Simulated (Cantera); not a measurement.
Charge: 1 mol Si₃N₄, a varied amount of CO₂, 3.4 mol N₂, 0.0014 mol O₂, equilibrated at 1825 K and 825 Torr.

These are equilibrium values from Cantera (NASA tables, ideal gas, pure condensed phases), not measurements of a reactor. Candidate condensed phases: C, Si, SiC, SiO₂, Si₂N₂O, Si₃N₄; 34 gas species. Mutual solubility and eutectic melting of coexisting phases are not modelled. The tables hold silica as quartz up to 1696 K and as liquid above; real silica turns to tridymite and cristobalite and melts near 1996 K. The numbers say what is thermodynamically allowed, not how fast it happens.

log p: log10 of the partial pressure in bar; n: condensed amount in mol.

```
n(CO₂) (mol)  log p N₂  log p CO  log p SiO  log p CO₂  log p C₂N₂  log p Si  log p SiN  n SiC(s)  n Si₂N₂O(s)  n Si₃N₄(s)  n C(graphite)  n SiO₂(condensed)
------------  --------  --------  ---------  ---------  ----------  --------  ---------  --------  -----------  ----------  -------------  -----------------
0.34              0.04     -2.31      -3.96      -8.52       -7.06     -6.62      -6.99     0.323        0.665       0.449              0                  0
0.47              0.04     -2.31      -3.96      -8.52       -7.06     -6.62      -6.99     0.452        0.924       0.233              0                  0
0.63              0.04     -1.87      -3.81          ?       -6.78     -6.77      -7.13     0.578         1.21           0              0                  0
0.86              0.02     -1.23      -3.55          ?       -6.50     -7.01      -7.38         0         1.50           0          0.638                  0
1.2              -0.05     -0.69      -3.24          ?       -6.57     -7.25      -7.66         0         1.50           0          0.298                  0
1.6              -0.11     -0.50      -2.53          ?       -8.99     -7.90      -8.34         0         1.46           0              0             0.0633
2.1              -0.14     -0.43      -2.52          ?       -8.86     -7.88      -8.33         0         1.29           0              0              0.396
```

Task: Complete the blanks.

Result: 
- 0.63, log p CO₂: -7.79
- 0.86, log p CO₂: -6.65
- 1.2, log p CO₂: -5.56
- 1.6, log p CO₂: -4.01
- 2.1, log p CO₂: -3.95
